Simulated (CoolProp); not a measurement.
Water along the isobar 25.6 MPa: fugacity coefficient from the reference equation and from simpler models built on Tc = 647.1 K, pc = 22.06 MPa, ω = 0.344; each cubic takes its own stable root.

Computed with CoolProp (reference Helmholtz-energy equation of state, Wagner 2002).

```
T (K)   phase  reference  van der Waals  Redlich-Kwong  Soave-Redlich-Kwong  Peng-Robinson
-----  ------  ---------  -------------  -------------  -------------------  -------------
331.2  liquid  0.0008384        0.03744       0.003356            0.0007411      0.0007828
353.4  liquid   0.002176        0.05491       0.007535             0.002033       0.002098
375.6  liquid   0.004954        0.07682        0.01495             0.004837       0.004901
397.8  liquid    0.01012         0.1033        0.02686              0.01023        0.01022
420    liquid    0.01890         0.1344        0.04446              0.01962        0.01938
442.2  liquid    0.03272         0.1699        0.06880              0.03465        0.03392
464.4  liquid    0.05307         0.2096         0.1006              0.05702        0.05547
486.5  liquid    0.08129         0.2529         0.1400              0.08818        0.08537
508.7  liquid     0.1189         0.2998         0.1874               0.1297         0.1251
530.9  liquid     0.1668         0.3495         0.2421               0.1821         0.1753
553.1  liquid     0.2254         0.4014         0.3033               0.2456         0.2361
575.3  liquid     0.2947         0.4548         0.3697               0.3193         0.3068
```
